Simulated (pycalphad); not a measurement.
All values are pycalphad results on the COST 507 light-alloy database (1999) (1 atm), not direct measurements. The data set is of 1999 and partly superseded. Phase fractions are per mole of atoms.

Give the equilibrium state of Al-35.29Mn-7.318Si (wt.%) at 1150 K.

ALMNSI_BETA, fraction 0.871, with 37.8 Mn, 7.6 Si wt.%; liquid, fraction 0.129, with 15.9 Mn, 5.2 Si wt.%.

Give the equilibrium state of Al-35.29Mn-7.318Si (wt.%) at 950 K.


```
T = 950.00 K, P = 101325 Pa, N = 1 mol of atoms
G = -56941 J/mol, H = -5573 J/mol, S = 54.07 J/(mol K)  (SER reference)
chemical potentials (J/mol): Al -40450, Mn -114457, Si -49771
phase             fraction      x(Al)      x(Mn)      x(Si)
ALMNSI_BETA         0.6699     0.6911     0.2308     0.0782
ALMNSI_ALPHA        0.3301     0.7242     0.1739     0.1019
```

Database names, with the compositions (at.%) that they take in these runs: ALMNSI_BETA: Al 68-70 Mn 23 Si 7-9; ALMNSI_ALPHA: Al 71 Mn 17 Si 10-12.
